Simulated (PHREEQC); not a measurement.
Make-up at 20 °C: 0.16 mol/kgw CdSO4 and 0.0076 mol/kgw NiCl2. Closed to the air; pH follows from the charge balance.

Computed with PHREEQC (ion-association model, wateq4f.dat).

Question: The ionic strength comes out as 0.292 mol/kgw. What activity coefficients do CdOH+, CdCl+, Cd2OH+3, Cd(SO4)2-2, SO4-2 get?

Answer: CdOH+ 0.74, CdCl+ 0.74, Cd2OH+3 0.063, Cd(SO4)2-2 0.29, SO4-2 0.26.

Precipitation was switched off in this run.
